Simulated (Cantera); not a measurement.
Mixture: CH₄ : O₂ : N₂ = 1 : 2.44 : 7.07 (molar parts), at 3.70 bar, adiabatic and at constant volume. Ignition delay is the time to a rise of 400 K.

Computed with Cantera and GRI-Mech 3.0 (53 species, 325 reactions).

```csv
quantity,before,after
delay at 1150 K,18.6 ms,66.0 ms
delay at 1300 K,2.63 ms,8.06 ms
delay at 1450 K,0.493 ms,1.40 ms
delay at 1600 K,0.121 ms,0.352 ms
apparent activation energy between 1525 and 1675 K,180 kJ/mol,170 kJ/mol
```

### Question
What was changed between the two runs?
A) pressure from 3.70 bar to 7.40 bar
B) pressure from 3.70 bar to 1.00 bar
C) pressure from 3.70 bar to 10.0 bar
D) pressure from 3.70 bar to 1.50 bar

### Answer
B, pressure from 3.70 bar to 1.00 bar
